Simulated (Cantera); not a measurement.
Charge: 1 mol V, 0.029 mol H2O, 7.1 mol N2O, at 525 °C and 0.00975 Torr.

Equilibrium computed with Cantera from the NASA thermochemical tables; the gas is ideal and each condensed phase is pure. Candidate condensed phases: H2O, V, VN, VO, V2O3, V2O4, V2O5; 28 gas species. Condensed phases not in the tables: the oxides between V2O3 and V2O5 other than VO2. Gases not in the tables: V4O10. Kinetics and transport are ignored.

Base state: N2 0.753, O2 0.244, H2O 0.00308 (mole fractions); condensed: V2O5(s).

Task: What changes in the equilibrium state with this change: temperature from 525 °C to 702 °C?

Result: 
```tsv
species	before	after
N2	0.753	0.734
O2	0.244	0.263
H2O	0.00308	0.00300
NO	2.04e-6	2.55e-5
V2O5(s), mol	0.500	0
V2O4(s), mol	0	0.500
```
